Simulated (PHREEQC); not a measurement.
1 kg of water holding 0.33 mol/kgw K2SO4 and 0.017 mol/kgw KCl is evaporated at 40 °C; the solids stay in contact with the brine. CO2 from the air is kept out. Only these solids could form: Arcanite, Misenite, Sylvite.

The series has 28 steps of water left (kg), from 1 to 0.005012.

The numbers come from PHREEQC with the Pitzer model, pitzer.dat.

Question: Which solids form, in which order, and at which step of the series does each first stand?

Answer: Arcanite from water left = 0.375 kg.

Away from 25 °C the constants follow the database's enthalpies or fits; those with neither stay at their 25 °C values.
